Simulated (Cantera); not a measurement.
What does this Cantera script print?

```python
import numpy as np
import cantera as ct

gas_names = """
    CL CL2 H HCL H2 Si SiCL SiCL2 SiCL3 SiCL4 SiH SiHCL3 SiH2 SiH2CL2 SiH3 SiH3CL SiH4 Si2 Si3
""".split()
cond_names = """
    Si(cr) Si(L)
""".split()


# ... load() reads the species with a 1 bar reference pressure and builds the phases ...
atoms = {
    'Si': {'Si': 1},
    'Cl2': {'CL': 2},
    'H2': {'H': 2},
}
top_T = {}  # K; cautious upper limits of use, not melting points


# ... equilibrate(T, P, feed) seeds the gas with the atoms and calls Mixture.equilibrate('TP', solver="vcs", rtol=1e-11, max_steps=5000) ...
results = []
feed = {'Si': 1, 'Cl2': 0.66, 'H2': 0.51}  # mol
T = 1173  # K
P = 3000000  # Pa
mix = equilibrate(T, P, feed)
results.append((T, P, feed, dict(zip(mix.species_names, mix.species_moles))))
print(gas.report(threshold=1e-06))
for i in range(1, mix.n_phases):
    print(f"{mix.phase(i).name:16s} {mix.phase_moles(i):12.5e} mol")
```

Result:

```
       temperature   1173 K
          pressure   3e+06 Pa
           density   22.42 kg/m^3
  mean mol. weight   72.886 kg/kmol
   phase of matter   gas

                          1 kg             1 kmol
                     ---------------   ---------------
          enthalpy       -2.9799e+06       -2.1719e+08  J
   internal energy       -3.1137e+06       -2.2694e+08  J
           entropy            3913.4        2.8523e+05  J/K
    Gibbs function       -7.5703e+06       -5.5177e+08  J
 heat capacity c_p            891.29             64963  J/K
 heat capacity c_v            777.22             56648  J/K

                      mass frac. Y      mole frac. X     chem. pot. / RT
                     ---------------   ---------------   ---------------
               HCL         0.0081609          0.016315           -34.877
                H2          0.014304           0.51714           -15.175
             SiCL2           0.00159         0.0011708           -58.585
             SiCL3          0.010131         0.0054926           -85.874
             SiCL4            0.5921           0.25403           -113.16
            SiHCL3           0.34871           0.18765           -93.461
           SiH2CL2           0.02459          0.017745           -73.759
            SiH3CL        0.00041593        0.00045547           -54.058
              SiH4        2.1793e-06        4.9456e-06           -34.356
     [  +10 minor]        2.0621e-09        1.9809e-08

Si(cr)            6.26795e-01 mol
```

Method: chemical equilibrium by Gibbs-energy minimisation in Cantera with the NASA 1993 tables (ideal gas, pure condensed phases). The tables' values for SiCl3 are old estimates; treat these amounts as uncertain.
